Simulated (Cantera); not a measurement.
Mixture: CH4 : O2 : N2 = 1 : 4.76 : 17.9 (molar parts), equivalence ratio 0.42, at 3750 Torr, adiabatic and at constant volume. Ignition delay is the time to a rise of 400 K.

Model: GRI-Mech 3.0 (53 species, 325 reactions), integrated in Cantera.

### Question
Predict: delay at 1100 K; delay at 1200 K; delay at 1300 K; delay at 1400 K; delay at 1500 K; apparent activation energy between 1400 and 1500 K.

### Answer
| Quantity | Result |
|---|---|
| delay at 1100 K | 25.8 ms |
| delay at 1200 K | 6.44 ms |
| delay at 1300 K | 1.88 ms |
| delay at 1400 K | 0.624 ms |
| delay at 1500 K | 0.235 ms |
| apparent activation energy between 1400 and 1500 K | 170 kJ/mol |
